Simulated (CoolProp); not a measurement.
Saturation properties of R152A (Tc = 386.4 K, pc = 4517 kPa, ω = 0.275).

The numbers come from the reference Helmholtz-energy equation of state, Outcalt 1996 in CoolProp. It is a modified Benedict-Webb-Rubin equation, recast in Helmholtz form.

| T (K) | p (kPa) | liquid density (kg/m³) | vapour density (kg/m³) |
|---|---|---|---|
| 205 | 8.715 | ? | 0.3403 |
| 209.7 | 11.99 | 1090 | 0.4588 |
| 214.3 | 16.13 | 1081 | 0.6053 |
| 219 | ? | 1072 | ? |
| 223.6 | 28.14 | 1063 | 1.018 |
| 228.3 | 36.53 | 1054 | 1.299 |
| 232.9 | 46.61 | ? | 1.631 |
| 237.6 | 59.10 | 1035 | 2.037 |
| 242.2 | 73.81 | ? | 2.508 |

Task: Fill in the missing entries.

Result: 
- 205, liquid density (kg/m³): 1099
- 219, p (kPa): 21.52
- 219, vapour density (kg/m³): 0.7922
- 232.9, liquid density (kg/m³): 1044
- 242.2, liquid density (kg/m³): 1025

It boils at 249.1 K under 1 atm.
